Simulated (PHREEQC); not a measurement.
Consider water at 47 °C with 0.0016 mol/kgw H2SO4 and 0.018 mol/kgw ZnSO4. Closed to the air; pH follows from the charge balance.

Computed with PHREEQC (ion-association model, phreeqc.dat).

The ionic strength comes out as 0.0454 mol/kgw. What activity coefficients do Zn(SO4)2-2, H+, Zn+2, HSO4-, SO4-2 get?

Zn(SO4)2-2 0.45, H+ 0.85, Zn+2 0.46, HSO4- 0.82, SO4-2 0.46.

No solid was allowed to form. Species that the database lacks are ignored. Away from 25 °C the constants follow the database's enthalpies or fits; those with neither stay at their 25 °C values.
